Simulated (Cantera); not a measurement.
Cantera run:

```python
import numpy as np
import cantera as ct

gas_names = """
    C CO CO2 C2 C2O C3 C3O2 C4 C5 Fe FeC5O5 FeO O O2 O3
""".split()
cond_names = """
    C(gr) Fe(a) Fe(c) Fe(d) Fe(L) FeC5O5(L) FeO(s) FeO(L) Fe2O3(s) Fe3O4(s)
""".split()


def load(file, names, dense=False):
    # The tables refer to 1 bar. Condensed volumes are neglected.
    table = {s.name: s for s in ct.Species.list_from_file(file)}
    out = []
    for n in names:
        d = dict(table[n].input_data)
        d["thermo"] = dict(d["thermo"], **{"reference-pressure": 1e5})
        if dense:
            d["equation-of-state"] = {"model": "constant-volume", "density": "1e6 g/cm^3"}
        out.append(ct.Species.from_dict(d))
    return out


gas = ct.Solution(thermo="ideal-gas", species=load("nasa_gas.yaml", gas_names))
cond = {s.name: ct.Solution(thermo="fixed-stoichiometry", species=[s], name=s.name)
        for s in load("nasa_condensed.yaml", cond_names, dense=True)}
atoms = {
    'Fe': {'Fe': 1},
    'CO2': {'C': 1, 'O': 2},
    'CO': {'C': 1, 'O': 1},
}
top_T = {'C(gr)': 4500, 'Fe2O3(s)': 1830, 'Fe3O4(s)': 1870}  # K; cautious upper limits of use, not melting points


def equilibrate(T, P, feed):
    n = {}
    for name, mol in feed.items():
        for a, k in atoms[name].items():
            n[a] = n.get(a, 0.0) + k * mol
    gas.TPX = T, P, n
    mass = sum(n.values()) * gas.mean_molecular_weight
    gas.equilibrate("TP")
    valid = [c for c in cond.values() if c.min_temp <= T <= top_T.get(c.name, c.max_temp)]
    mix = ct.Mixture([(gas, mass / gas.mean_molecular_weight)] + [(c, 0.0) for c in valid])
    mix.T, mix.P = T, P
    mix.equilibrate("TP", solver="vcs", rtol=1e-11, max_steps=5000)
    return mix


results = []
feed = {'Fe': 1, 'CO2': 0.024, 'CO': 1.3}  # mol
P = 26000  # Pa
for T in [1023, 1123, 1223, 1323, 1423, 1523, 1623, 1723]:
    mix = equilibrate(T, P, feed)
    results.append((T, P, feed, dict(zip(mix.species_names, mix.species_moles))))

top = {s: max(r[3][s] / sum(r[3][g] for g in gas_names) for r in results) for s in gas_names}
cols = sorted((s for s in top if top[s] > 1e-05), key=lambda s: -top[s])[:5]
seen = [c for c in cond_names if any(r[3].get(c, 0) > 1e-12 for r in results)]
print("log10 of partial pressures in bar; condensed amounts in mol")
print(f"{'T/K':>10s}" + "".join(f"{s[:9]:>10s}" for s in cols + seen))
for T, P, feed, n in results:
    ng = sum(n[g] for g in gas_names)
    print(f"{T:10.4g}" + "".join(f"{np.log10(max(n[s] / ng * P / 1e5, 1e-99)):10.3f}" for s in cols)
          + "".join(f"{n.get(c, 0):10.4g}" for c in seen))
```

Output:

```
log10 of partial pressures in bar; condensed amounts in mol
       T/K        CO       CO2        Fe     C(gr)     Fe(a)     Fe(c)     Fe(d)
      1023    -0.621    -1.688   -13.348   0.07459         1         0         0
      1123    -0.593    -2.327   -11.507         0         1         0         0
      1223    -0.593    -2.327    -9.976         0         0         1         0
      1323    -0.593    -2.327    -8.682         0         0         1         0
      1423    -0.593    -2.327    -7.574         0         0         1         0
      1523    -0.593    -2.327    -6.615         0         0         1         0
      1623    -0.593    -2.327    -5.777         0         0         1         0
      1723    -0.593    -2.327    -5.040         0         0         0         1
```

These are equilibrium values from Cantera (NASA tables, ideal gas, pure condensed phases), not measurements of a reactor. Condensed phases not in the tables: cementite and carbon dissolved in iron.
